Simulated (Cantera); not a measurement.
## Stirred combustor or abatement burner

A perfectly stirred reactor is fed with 16.4 % CH₃OH, 17.5 % O₂, 66.1 % N₂, at 14.0 bar; it is adiabatic with a 400 K inlet, and is followed from long to short residence time, starting on the burning branch (τ in s: 0.023, 0.011, 0.0052, 0.0025, 0.0012, 0.00058, 0.00028, 0.00014, 6.5e-05, 3.1e-05).

Cantera simulation using GRI-Mech 3.0 (53 species, 325 reactions); the numbers are that mechanism's predictions, not measurements. GRI-Mech 3.0 was tuned for natural gas; its chemistry of methanol as a main component is partial and can be far from experiment. The pressure lies above the range GRI-Mech 3.0 was tuned for (to about 10 atm).

```csv
τ (s),T (K),x CH₃OH,x O₂,x OH,x H₂,x CO,x H
0.023,2093,2.54e-6,7.02e-5,0.000209,0.0496,0.0726,0.000376
0.011,2091,4.04e-6,0.000110,0.000281,0.0496,0.0726,0.000509
0.0052,2088,6.26e-6,0.000171,0.000392,0.0496,0.0727,0.000712
0.0025,2084,9.56e-6,0.000263,0.000542,0.0496,0.0727,0.000991
0.0012,2079,1.48e-5,0.000410,0.000737,0.0496,0.0729,0.00136
0.00058,2072,2.31e-5,0.000648,0.000976,0.0496,0.0731,0.00183
0.00028,2061,3.72e-5,0.00104,0.00126,0.0497,0.0735,0.00239
0.00014,2047,6.04e-5,0.00167,0.00154,0.0497,0.0742,0.00299
6.5e-5,2025,0.000109,0.00292,0.00182,0.0498,0.0757,0.00365
3.1e-5,1989,0.000215,0.00537,0.00194,0.0500,0.0789,0.00402
```
x: mole fraction; the columns are a selection and need not sum to one.
